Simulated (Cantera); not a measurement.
**Adiabatic ignition**

An adiabatic, constant-volume homogeneous reactor starts with 10.4 % CH4, 18.8 % O2, 70.8 % N2, at 1100 K and 1.01 bar.

Cantera simulation using GRI-Mech 3.0 (53 species, 325 reactions); the numbers are that mechanism's predictions, not measurements.

| t (s) | T (K) | P (bar) | x CH4 | x O2 | x OH | x H2O | x CO | x C2H |
|---|---|---|---|---|---|---|---|---|
| 7.00e-6 | 1100 | 1.01 | 0.104 | 0.188 | <1e-12 | 2.07e-12 | <1e-12 | <1e-12 |
| 2.62e-5 | 1100 | 1.01 | 0.104 | 0.188 | <1e-12 | 2.47e-11 | <1e-12 | <1e-12 |
| 9.79e-5 | 1100 | 1.01 | 0.104 | 0.188 | 3.30e-12 | 3.26e-10 | <1e-12 | <1e-12 |
| 0.000366 | 1100 | 1.01 | 0.104 | 0.188 | 1.43e-11 | 4.97e-9 | 1.25e-12 | <1e-12 |
| 0.00137 | 1100 | 1.01 | 0.104 | 0.188 | 8.13e-11 | 9.53e-8 | 8.17e-11 | <1e-12 |
| 0.00512 | 1100 | 1.01 | 0.104 | 0.188 | 5.31e-10 | 2.36e-6 | 9.61e-9 | <1e-12 |
| 0.0191 | 1100 | 1.01 | 0.103 | 0.188 | 9.82e-10 | 2.58e-5 | 7.13e-7 | <1e-12 |
| 0.0715 | 1102 | 1.01 | 0.103 | 0.188 | 2.63e-9 | 0.000207 | 2.40e-5 | <1e-12 |
| 0.267 | 2819 | 2.73 | <1e-12 | 0.0103 | 0.0164 | 0.162 | 0.0489 | <1e-12 |
| 1.00 | 2819 | 2.73 | <1e-12 | 0.0103 | 0.0164 | 0.162 | 0.0489 | <1e-12 |
x: mole fraction; the columns are a selection and need not sum to one.

The time of steepest temperature rise is 0.208 s and the temperature at 1.00 s is 2819 K. The equilibrium temperature comes out as 2819 K. The x(CH4) at 1.00 s comes out as <1e-12 (gas-phase equilibrium <1e-12). The x(O2) at 1.00 s is 0.0103 (gas-phase equilibrium 0.0103) and the x(OH) at 1.00 s comes out as 0.0164 (gas-phase equilibrium 0.0164).
